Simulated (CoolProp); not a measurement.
p-xylene along the isotherm 590.3 K: fugacity coefficient from the reference equation and from simpler models built on Tc = 616.2 K, pc = 3.532 MPa, ω = 0.324; each cubic takes its own stable root.

Computed with CoolProp (reference Helmholtz-energy equation of state, Zhou 2012).

```tsv
p (MPa)	phase	reference
0.589	gas	0.9286
1.18	gas	0.8587
1.77	gas	0.7898
2.35	gas	0.7210
2.94	liquid	0.6146
3.53	liquid	0.5249
4.12	liquid	0.4610
4.71	liquid	0.4131
5.3	liquid	0.3760
```

Q: How far does each simpler model (Redlich-Kwong, Soave-Redlich-Kwong, Peng-Robinson) lie from the reference over these 9 states: mean and median of the absolute difference, and the worst?

A: 
- Redlich-Kwong: mean 6.8 %, median 8.8 %, worst +12.0 % at 590.3 K and 5.3 MPa
- Soave-Redlich-Kwong: mean 4.2 %, median 4.7 %, worst +7.3 % at 590.3 K and 5.3 MPa
- Peng-Robinson: mean 1.2 %, median 1.4 %, worst +2.4 % at 590.3 K and 5.3 MPa
